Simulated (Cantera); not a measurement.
## Equilibrium for boron, boron nitride and boron oxide: borazine + NH₃ + N₂

Charge: 1 mol borazine, 0.61 mol NH₃, 0.11 mol N₂, at 2175 K and 5.25 Torr.

Equilibrium computed with Cantera from the NASA thermochemical tables; the gas is ideal and each condensed phase is pure. Candidate condensed phases: B, BN; 15 gas species. The feed counts by its element totals alone. Mutual solubility and eutectic melting of coexisting phases are not modelled. The tables' values for BH₂ are old estimates; treat these amounts as uncertain. The numbers say what is thermodynamically allowed, not how fast it happens.

| Property | Result |
|---|---|
| x(H₂) | 0.762 |
| x(N₂) | 0.185 |
| x(H) | 0.0509 |
| x(BH₂) | 0.000897 |
| x(B) | 0.000276 |
| x(BH) | 2.56e-5 |
| x(BN) | 7.16e-6 |
| x(BH₃) | 3.02e-6 |
| n(B(s)) | 1.00 mol |
| n(BN(s)) | 1.99 mol |
| gas amount | 4.963 mol |
